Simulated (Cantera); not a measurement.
An adiabatic, constant-volume homogeneous reactor starts with 4.38 % CH₄, 20.4 % O₂, 75.3 % N₂, equivalence ratio 0.43, at 1100 K and 0.444 atm.

Detailed kinetics in Cantera: GRI-Mech 3.0 (53 species, 325 reactions).

Problem. Predict: time of steepest temperature rise; temperature at 0.800 s; equilibrium temperature; x(O₂) at 0.800 s; x(O) at 0.800 s; x(N₂O) at 0.800 s.

Solution. time of steepest temperature rise: 0.262 s
temperature at 0.800 s: 2226 K
equilibrium temperature: 2225 K
x(O₂) at 0.800 s: 0.110 (gas-phase equilibrium 0.110)
x(O) at 0.800 s: 0.00111 (gas-phase equilibrium 0.00110)
x(N₂O) at 0.800 s: 4.86e-7 (gas-phase equilibrium 4.87e-7)
